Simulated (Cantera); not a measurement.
An adiabatic, constant-pressure homogeneous reactor starts with H2 : O2 : N2 = 1 : 0.833 : 6.92 (molar parts), at 1323 K and 4.54 atm.

Detailed kinetics in Cantera: the H2/O2 subset of GRI-Mech 3.0, which has no nitrogen chemistry. The hydrogen kinetics of GRI-Mech 3.0 are dated; newer H2 mechanisms differ, most at raised pressure.

One state of this run: T (K) = 2127; x H2 = 0.000201; x O2 = 0.0399; x H = 2.45e-5; x H2O = 0.120; x H2O2 = 1.42e-7; x OH = 0.00182. x: mole fraction; the columns are a selection and need not sum to one.

Which value of t (s) does it belong to?
A) 6.30e-6
B) 0.0194
C) 6.25e-5
D) 2.00e-6

B, 0.0194
